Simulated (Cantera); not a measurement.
# Low-pressure radical oxidation in H2/O2

An isothermal, constant-pressure homogeneous reactor starts with 1.96 % H2, 44.6 % O2, 53.5 % N2, equivalence ratio 0.022, at 923 K and 0.0280 bar.

Computed with Cantera and the H2/O2 subset of GRI-Mech 3.0, which has no nitrogen chemistry. Radical loss at walls, strong at low pressure, is not modelled. Below about 950 K walls govern HO2 and H2O2 in real vessels.

| t (s) | x H2 | x O2 | x H2O2 | x H2O | x H | x OH | x HO2 |
|---|---|---|---|---|---|---|---|
| 0.000900 | 0.0196 | 0.446 | <1e-12 | 2.20e-11 | 1.64e-11 | 9.21e-12 | 1.82e-11 |
| 0.00212 | 0.0196 | 0.446 | <1e-12 | 3.27e-10 | 1.34e-10 | 8.39e-11 | 6.11e-11 |
| 0.00499 | 0.0196 | 0.446 | <1e-12 | 4.05e-8 | 1.46e-8 | 9.24e-9 | 2.76e-9 |
| 0.0117 | 0.0174 | 0.444 | 6.71e-8 | 0.00175 | 0.000657 | 0.000312 | 6.83e-6 |
| 0.0277 | 0.000493 | 0.439 | 1.60e-7 | 0.0190 | 0.000327 | 0.000267 | 5.71e-6 |
| 0.0651 | 8.06e-5 | 0.440 | 7.33e-8 | 0.0197 | 1.27e-5 | 6.29e-5 | 2.09e-6 |
| 0.153 | 2.03e-5 | 0.440 | 4.38e-8 | 0.0198 | 1.05e-6 | 2.50e-5 | 7.83e-7 |
| 0.361 | 5.38e-6 | 0.440 | 2.55e-8 | 0.0198 | 1.09e-7 | 1.17e-5 | 2.72e-7 |
| 0.850 | 1.27e-6 | 0.440 | 1.33e-8 | 0.0198 | 1.27e-8 | 5.81e-6 | 8.49e-8 |
| 2.00 | 2.40e-7 | 0.440 | 6.18e-9 | 0.0198 | 1.65e-9 | 2.99e-6 | 2.49e-8 |
x: mole fraction; the columns are a selection and need not sum to one.

Equilibrium at this temperature and pressure: H2 1.31e-12, O2 0.440, H2O2 2.13e-12, H2O 0.0198, H <1e-12, OH 2.96e-8, HO2 7.78e-11 (gas phase only).
